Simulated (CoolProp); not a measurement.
1,2-dichloroethane at 316.36 K and 0.628 MPa is throttled through a valve to 0.37 MPa with no heat exchange. Each further row changes one setting.

Computed with CoolProp (reference Helmholtz-energy equation of state, Thol 2015).

```csv
case,temperature change (K)
as stated,+0.1
outlet pressure 0.111 MPa,+0.2
outlet pressure 0.481 MPa,+0.1
```
